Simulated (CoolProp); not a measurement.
Vapour pressure (bar) of carbonyl sulfide: the reference equation beside estimates from Tc = 378.8 K, pc = 63.69 bar, ω = 0.098.

Computed with CoolProp (reference Helmholtz-energy equation of state, Lemmon 2006). It is a short technical equation, of lower accuracy than the large ones.

| T (K) | reference | Lee-Kesler | van der Waals | Redlich-Kwong | Soave-Redlich-Kwong |
|---|---|---|---|---|---|
| 255.5 | 3.702 | 3.693 | 10.54 | 4.042 | 3.689 |
| 258.1 | 4.043 | 4.036 | 11.11 | 4.419 | 4.033 |
| 260.6 | 4.393 | 4.388 | 11.68 | 4.805 | 4.385 |
| 263.2 | 4.781 | 4.778 | 12.30 | 5.233 | 4.776 |
| 265.7 | 5.177 | 5.176 | 12.91 | 5.669 | 5.175 |
| 268.3 | 5.614 | 5.616 | 13.56 | 6.150 | 5.617 |
| 270.9 | 6.079 | 6.083 | 14.23 | 6.659 | 6.086 |
| 273.4 | 6.551 | 6.558 | 14.90 | 7.177 | 6.564 |
| 276 | 7.071 | 7.081 | 15.62 | 7.745 | 7.090 |
| 278.5 | 7.599 | 7.611 | 16.33 | 8.321 | 7.625 |
| 281.1 | 8.179 | 8.193 | 17.09 | 8.951 | 8.212 |
| 283.6 | 8.766 | 8.783 | 17.84 | 9.589 | 8.808 |
| 286.2 | 9.409 | 9.428 | 18.65 | 10.28 | 9.460 |
| 288.8 | 10.09 | 10.11 | 19.48 | 11.02 | 10.15 |

Absolute difference from the reference over all 14 rows, mean and median: Lee-Kesler 0.1 and 0.1 %, van der Waals 133.9 and 130.8 %, Redlich-Kwong 9.4 and 9.4 %, Soave-Redlich-Kwong 0.3 and 0.3 %.
